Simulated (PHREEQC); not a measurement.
Alkaline etch or developer: an equilibrium model

Consider water at 36 °C with 91 mmol/kgw KOH, 0.12 mmol/kgw NaAlO2 and 45 mmol/kgw (CH3)4NCl. Closed to the air; pH follows from the charge balance.

All values are PHREEQC results (ion-association model, phreeqc.dat), not measurements.

Precipitation was switched off in this run.

### Question
What pH does the model give?

### Answer
pH 12.48.

(CH3)4N+ isn't in the database: it is added as a free cation with an ion size of 4 Å. At this temperature some constants are extrapolated from 25 °C, and those without enthalpy data are left unchanged.
